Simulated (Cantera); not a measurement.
Feed: 1 mol Hg, 0.026 mol O₂, 56 mol N₂, 0.35 mol H₂, at 0.133 bar.

These are equilibrium values from Cantera (NASA tables, ideal gas, pure condensed phases), not measurements of a reactor. Candidate condensed phases: H₂O, Hg, HgO; 25 gas species. The numbers say what is thermodynamically allowed, not how fast it happens. All values below are at 450 K.

Base state: N₂ 0.976, Hg 0.0174, H₂ 0.00511, H₂O 0.000907, NH₃ 5.73e-5 (mole fractions); condensed: gas only.

What changes in the equilibrium state with this change: N₂ from 56 to 3.2 mol?


| species | before | after |
|---|---|---|
| N₂ | 0.976 | 0.832 |
| Hg | 0.0174 | 0.0780 |
| H₂ | 0.00511 | 0.0733 |
| H₂O | 0.000907 | 0.0135 |
| NH₃ | 5.73e-5 | 0.00288 |
| Hg(l), mol | 0 | 0.701 |
